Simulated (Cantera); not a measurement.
Input: 1 mol B2O3, 2 mol N2, 8.9 mol H2, at 2150 K and 0.000190 bar.

Method: chemical equilibrium by Gibbs-energy minimisation in Cantera with the NASA 1993 tables (ideal gas, pure condensed phases). Candidate condensed phases: B, BN, B2O3, B3O3H3, H2O; 39 gas species. Equilibrium is a limit: real reactors are often held back by kinetics, nucleation or transport.

What is the equilibrium state?


```
Property                            Result
-------------------------------  ---------
x(H2)                                0.494
x(H)                                 0.215
x(N2)                                0.144
x(BO)                               0.0630
x(HBO2)                             0.0396
x(H2O)                              0.0155
x(B2O3)                             0.0132
x(HBO)                              0.0114
x(BO2)                             0.00269
gas amount                       13.85 mol
log10 activity of B(s) (absent)      -5.02
```
